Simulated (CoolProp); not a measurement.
20 sccm (0 °C, 1 atm) of nitrogen bubbles through liquid n-perfluorohexane at 279.4 K and leaves saturated at a total pressure of 0.0996 MPa (ideal gas phase). Each further row changes one setting.

Model: reference Helmholtz-energy equation of state, Gao 2022, in CoolProp.

```tsv
case	vapour pressure (kPa)	mole fraction of vapour	delivery (mg/min)	delivery (sccm)	change of delivery for a bath 1 K warmer (%)
as stated	12.1	0.121	[?]	[?]	6.0
bath temperature 284.4 K	[?]	[?]	[?]	3.69	6.0
total pressure 0.199 MPa	12.1	[?]	[?]	1.29	[?]
```

Problem. Some entries are withheld; supply them.

Solution. 
- as stated, delivery (mg/min): 41.5
- as stated, delivery (sccm): 2.75
- bath temperature 284.4 K, vapour pressure (kPa): 15.5
- bath temperature 284.4 K, mole fraction of vapour: 0.156
- bath temperature 284.4 K, delivery (mg/min): 55.7
- total pressure 0.199 MPa, mole fraction of vapour: 0.0606
- total pressure 0.199 MPa, delivery (mg/min): 19.5
- total pressure 0.199 MPa, change of delivery for a bath 1 K warmer (%): 5.6
